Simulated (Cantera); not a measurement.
Equilibrium for abatement and gas-phase synthesis: CS₂ + SO₂ + N₂ + H₂O

A closed system holds: 1 mol CS₂, 0.035 mol SO₂, 0.28 mol N₂, 0.054 mol H₂O, equilibrated at 0.00300 bar.

Cantera equilibrium calculation (NASA polynomials, part measured and part estimated; ideal gas, pure solids and liquids). Candidate condensed phases: C, C₆H₆, C₇H₈, C₈H₁₈, H₂O, H₂SO₄, S; 150 gas species. Gases not in the tables: S₃ to S₇. Rates play no part.

```csv
T (K),log p CS₂,log p CS,log p S₂,log p N₂,log p CO,log p S,log p H₂,log p H₂S,n C(graphite)
998,-2.74,-8.38,-3.61,-3.24,-3.62,-9.99,-4.45,-4.12,0
1098,-2.75,-7.32,-3.58,-3.24,-3.61,-8.94,-4.22,-4.30,0
1198,-2.75,-6.45,-3.55,-3.24,-3.60,-8.07,-4.10,-4.52,0.00374
1298,-2.75,-5.72,-3.52,-3.24,-3.60,-7.33,-4.04,-4.75,0.00989
1398,-2.76,-5.09,-3.50,-3.24,-3.60,-6.69,-4.01,-4.97,0.0152
1498,-2.77,-4.55,-3.48,-3.25,-3.60,-6.14,-4.00,-5.17,0.0166
1598,-2.78,-4.09,-3.47,-3.25,-3.60,-5.66,-3.99,-5.36,0.00783
1698,-2.82,-3.71,-3.43,-3.26,-3.61,-5.23,-4.00,-5.53,0
1798,-2.88,-3.44,-3.36,-3.27,-3.63,-4.82,-4.03,-5.67,0
1898,-2.99,-3.24,-3.28,-3.29,-3.65,-4.45,-4.06,-5.80,0
1998,-3.13,-3.11,-3.23,-3.31,-3.67,-4.12,-4.11,-5.95,0
2098,-3.30,-3.02,-3.20,-3.33,-3.69,-3.83,-4.18,-6.12,0
```
log p: log10 of the partial pressure in bar; n: condensed amount in mol.

From 998 K to 1098 K nothing is condensed. From 1198 K to 1598 K the condensed part is C(graphite). From 1698 K to 2098 K nothing is condensed. The main C-bearing gas is CS₂ at 998 K and CS at 2098 K.
